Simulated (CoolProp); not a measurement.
Values from CoolProp's reference Helmholtz-energy equation of state, Guder 2009.

Question: For sulfur hexafluoride, give the phase and the conductivity (mW/(m K)) at 51.55 °C and 110 bar; 18.25 °C and 0.367 bar.

Answer: 
- 51.55 °C and 110 bar: supercritical; conductivity 57.7
- 18.25 °C and 0.367 bar: gas; conductivity 12.5

Thermal conductivity comes from a separate model (Assael 2012).
